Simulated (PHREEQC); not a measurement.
A made-up water analysis in mg/L, 25 °C, pH 6.4, pe 0.6:

```csv
constituent,mg/L
Na,0.116
K,0.13
Ca,0.342
Mg,0.133
Cl,0.805
S(6) as SO4,0.437
Alkalinity as HCO3,0.287
Br,0.00292
```

Valence states are taken as typed.

All values are PHREEQC results (ion-association model, wateq4f.dat), not measurements.

The ionic strength is 5.54e-5 mol/kgw. The charge-balance error is -0.2 %.

```
species  molality  activity   log γ
-------  --------  --------  ------
Cl-       2.27e-5   2.25e-5  -0.004
Ca+2      8.53e-6   8.24e-6  -0.015
Mg+2      5.47e-6   5.28e-6  -0.015
HCO3-     5.08e-6   5.03e-6  -0.004
Na+       5.05e-6   5.00e-6  -0.004
SO4-2     4.54e-6   4.38e-6  -0.015
CO2       4.51e-6   4.51e-6   0.000
K+        3.32e-6   3.30e-6  -0.004
H+        4.01e-7   3.98e-7  -0.004
Br-       3.65e-8   3.62e-8  -0.004
OH-       2.54e-8   2.52e-8  -0.004
CaSO4     7.20e-9   7.20e-9   0.000
MgSO4     5.42e-9   5.42e-9   0.000
```

No solid was allowed to form.
